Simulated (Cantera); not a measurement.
Cantera run, input and output.

```python
import numpy as np
import cantera as ct

gas = ct.Solution("gri30.yaml")
gas.TPX = 550, 33000, {'CH4': 1, 'H2': 0.5, 'O2': 2.88, 'N2': 10.8}
inlet = ct.Reservoir(gas, clone=True)
gas.equilibrate("HP")  # start burning
reactor = ct.IdealGasConstPressureReactor(gas, energy="on", clone=False)
exhaust = ct.Reservoir(gas, clone=True)
tau = [0.49, 0.24, 0.12, 0.056, 0.027, 0.013, 0.0063, 0.003, 0.0015, 0.00071, 0.00034, 0.00017, 8e-05][0]
for a, b in ((inlet, reactor), (reactor, exhaust)):
    ct.MassFlowController(a, b, mdot=lambda t: reactor.mass / tau)
net = ct.ReactorNet([reactor])
show = ['CH4', 'H2', 'O2', 'C2H2', 'H']

rows = []
print(f"{'tau/s':>10s}{'T/K':>9s}" + "".join(f"{s:>11s}" for s in show))
for tau in [0.49, 0.24, 0.12, 0.056, 0.027, 0.013, 0.0063, 0.003, 0.0015, 0.00071, 0.00034, 0.00017, 8e-05]:
    net.initial_time = 0.0
    net.advance(30 * tau)
    before = gas.X
    net.advance(40 * tau)
    drift = np.max(np.abs(gas.X - before) / (gas.X + 1e-9))
    rows.append([gas.T, *gas[show].X, drift])
    print(f"{tau:10.3e}{gas.T:9.1f}" + "".join(f"{x:11.3e}" for x in gas[show].X))
```

Result:

```
     tau/s      T/K        CH4         H2         O2       C2H2          H
 4.900e-01   2143.6  1.234e-06  1.342e-03  4.162e-02  1.464e-11  3.136e-04
 2.400e-01   2138.7  2.307e-06  1.525e-03  4.207e-02  4.456e-11  3.834e-04
 1.200e-01   2128.6  4.050e-06  1.853e-03  4.254e-02  1.104e-10  5.205e-04
 5.600e-02   2108.6  7.134e-06  2.482e-03  4.321e-02  2.404e-10  8.287e-04
 2.700e-02   2078.3  1.189e-05  3.426e-03  4.410e-02  4.328e-10  1.398e-03
 1.300e-02   2036.4  1.982e-05  4.718e-03  4.528e-02  7.429e-10  2.388e-03
 6.300e-03   1984.2  3.366e-05  6.281e-03  4.672e-02  1.323e-09  3.927e-03
 3.000e-03   1921.5  6.032e-05  8.051e-03  4.845e-02  2.657e-09  6.164e-03
 1.500e-03   1857.1  1.093e-04  9.715e-03  5.036e-02  5.851e-09  8.784e-03
 7.100e-04   1784.3  2.220e-04  1.139e-02  5.299e-02  1.648e-08  1.179e-02
 3.400e-04   1711.6  4.896e-04  1.292e-02  5.693e-02  5.811e-08  1.403e-02
 1.700e-04   1638.7  1.201e-03  1.489e-02  6.374e-02  2.760e-07  1.404e-02
 8.000e-05    550.0  6.588e-02  3.294e-02  1.897e-01  2.650e-19  3.006e-21
```

Detailed kinetics in Cantera: GRI-Mech 3.0 (53 species, 325 reactions).
